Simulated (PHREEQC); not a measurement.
Dissolve 0.0027 mol CaSO4, 6.6e-05 mol Na2SO4 and 0.0063 mol KCl per kg of water at 15 °C. Closed to the air; pH follows from the charge balance.

Equilibrium calculation in PHREEQC: ion-association model, phreeqc.dat.

### Question
The ionic strength comes out as 0.0158 mol/kgw. What activity coefficients do Ca+2, SO4-2, Na+, K+, Cl- get?

### Answer
Ca+2 0.62, SO4-2 0.62, Na+ 0.89, K+ 0.88, Cl- 0.88.

Precipitation was switched off in this run.
